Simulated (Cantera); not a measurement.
Cantera with NASA thermochemical tables; ideal gases at 1 bar, condensed phases pure. Values are per mole of reaction as written; species without (g) are pure solids or liquids, kept so even where they would boil at 1 bar.

2 CsCl ⇌ 2 Cs(g) + Cl₂(g), with ΔH° = 1038.6 kJ and ΔS° = 371.7 J/K at 300 K.

Problem. How far is the shortcut ΔG° ≈ ΔH°(300 K) − T·ΔS°(300 K) from the full temperature-dependent value at 1423, 1473, 1523, 1573, 1623, 1673, 1723 K?

Solution. 
| T (K) | shortcut (kJ) | full (kJ) | difference (kJ) | difference in log10 K | condensed phases |
|---|---|---|---|---|---|
| 1423 | 509.7 | 579.2 | -69.5 | 2.55 | CsCl(l) |
| 1473 | 491.1 | 566.7 | -75.6 | 2.68 | CsCl(l) |
| 1523 | 472.5 | 554.4 | -81.9 | 2.81 | CsCl(l) |
| 1573 | 453.9 | 542.1 | -88.2 | 2.93 | CsCl(l) |
| 1623 | 435.3 | 530.1 | -94.7 | 3.05 | CsCl(l) |
| 1673 | 416.7 | 518.1 | -101.4 | 3.16 | CsCl(l) |
| 1723 | 398.1 | 506.2 | -108.1 | 3.28 | CsCl(l) |
The shortcut ignores heat capacities and the phase changes listed.
